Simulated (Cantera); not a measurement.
Input: 1 mol SiCl4, 150 mol N2, at 950 K and 3.90 mbar.

Cantera equilibrium calculation (NASA polynomials, part measured and part estimated; ideal gas, pure solids and liquids). Candidate condensed phases: Si, Si3N4; 13 gas species. The numbers say what is thermodynamically allowed, not how fast it happens.

Base state: N2 0.993, SiCl4 0.00662 (mole fractions); condensed: gas only.

Task: What changes in the equilibrium state with this change: 0.36 mol H2O added?

Result: 
| species | before | after |
|---|---|---|
| N2 | 0.993 | 0.990 |
| SiCl4 | 0.00662 | 0.00541 |
| HCl | 0 | 0.00475 |
| SiO2(β-quartz), mol | 0 | 0.180 |
Further candidate phases: H2O, NH4Cl, SiO2, Si2N2O.
